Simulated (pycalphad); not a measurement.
All values are pycalphad results on the COST 507 light-alloy database (1999) (1 atm), not direct measurements. The database dates from 1999; later assessments differ in places, in temperatures and in the compounds included. The system is extrapolated from its subsystems; higher-order compounds may be missing. Diffusion is slow at the low end, where real alloys seldom reach equilibrium.

Question: How does the equilibrium phase assembly of Ti-1.709Si-0.7536V (wt.%) change on cooling from 2577 °C to 277 °C?

Answer: 
```tsv
T (°C)	phases above	phases below
1614.8	LIQUID	BCC_A2 + LIQUID
1410.6	BCC_A2 + LIQUID	BCC_A2
1067.7	BCC_A2	BCC_A2 + SITI3
851.8	BCC_A2 + SITI3	BCC_A2 + HCP_A3 + SITI3
771.0	BCC_A2 + HCP_A3 + SITI3	HCP_A3 + SITI3
384.8	HCP_A3 + SITI3	BCC_A2 + HCP_A3 + SITI3
```
Changes were sought between steps of 100 K, so a narrower field can be missed.

Database names, with the compositions (at.%) that they take in these runs: SITI3: Ti 75 Si 25. BCC_A2 is bcc; HCP_A3 is hcp.
